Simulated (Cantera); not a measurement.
Charge: 1 mol B2O3, 0.56 mol F2, 8 mol N2, at 2.63 Torr.

Method: chemical equilibrium by Gibbs-energy minimisation in Cantera with the NASA 1993 tables (ideal gas, pure condensed phases). Candidate condensed phases: B, BN, B2O3; 31 gas species. Kinetics and transport are ignored.

Question: What share of the B ends up in condensed phases as a function of T (K), at 900, 975, 1050, 1125, 1200, 1275, 1350, 1425, 1500, 1575, 1650, 1725, 1800?

Answer: 
| T (K) | B condensed (%) | as |
|---|---|---|
| 900 | 78.3 | B2O3(l) |
| 975 | 77.8 | B2O3(l) |
| 1050 | 77.0 | B2O3(l) |
| 1125 | 75.1 | B2O3(l) |
| 1200 | 69.9 | B2O3(l) |
| 1275 | 58.9 | B2O3(l) |
| 1350 | 47.2 | B2O3(l) |
| 1425 | 43.2 | B2O3(l) |
| 1500 | 38.0 | B2O3(l) |
| 1575 | 17.8 | B2O3(l) |
| 1650 | 0.0 | - |
| 1725 | 0.0 | - |
| 1800 | 0.0 | - |
